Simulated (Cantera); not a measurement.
A closed system holds: 1 mol Fe3O4, a varied amount of C, 1.1 mol CO, equilibrated at 1475 K and 67.0 Pa.

Method: chemical equilibrium by Gibbs-energy minimisation in Cantera with the NASA 1993 tables (ideal gas, pure condensed phases). Candidate condensed phases: C, Fe, Fe(CO)5, FeO, Fe2O3, Fe3O4; 15 gas species. Mutual solubility and eutectic melting of coexisting phases are not modelled. The tables' stoichiometric FeO is somewhat more stable than real wüstite, so its field is too wide. FeO: taken at fixed stoichiometry. Rates play no part.

Q: At 3.3 mol C, list the 3 most abundant gas species with their mole fractions, and the condensed phases.

A: CO 0.859, CO2 0.141, Fe 0.000130. Condensed: Fe(γ) + FeO(s).
